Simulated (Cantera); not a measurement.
# Carbothermic reduction: CuO + CH4 + CO

Input: 1 mol CuO, a varied amount of CH4, 0.58 mol CO, held at 2077 °C and 0.133 bar.

Cantera equilibrium calculation (NASA polynomials, part measured and part estimated; ideal gas, pure solids and liquids). Candidate condensed phases: C, C6H6, C7H8, C8H18, Cu, CuO, Cu(OH)2, Cu2O, H2O; 113 gas species. Kinetics and transport are ignored.

```csv
n(CH4) (mol),x H2,x CO,x Cu,x H2O,x CO2,x H,n C(graphite)
0.52,0.202,0.316,0.312,0.118,0.0320,0.0154,0
0.99,0.418,0.341,0.216,0.00189,0.000268,0.0221,0
1.5,0.516,0.280,0.176,6.97e-7,6.56e-8,0.0245,0.468
1.9,0.572,0.245,0.154,6.75e-7,5.01e-8,0.0258,0.859
2.4,0.625,0.211,0.133,6.37e-7,3.74e-8,0.0270,1.35
2.9,0.665,0.186,0.117,5.96e-7,2.90e-8,0.0279,1.84
3.4,0.697,0.166,0.105,5.58e-7,2.31e-8,0.0285,2.33
3.8,0.717,0.153,0.0964,5.29e-7,1.96e-8,0.0289,2.72
```
x: gas mole fraction; n: condensed amount in mol.

From 0.52 mol CH4 to 0.99 mol CH4 nothing is condensed. From 1.5 mol CH4 to 3.8 mol CH4 the condensed part is C(graphite). The main Cu-bearing gas is Cu throughout.
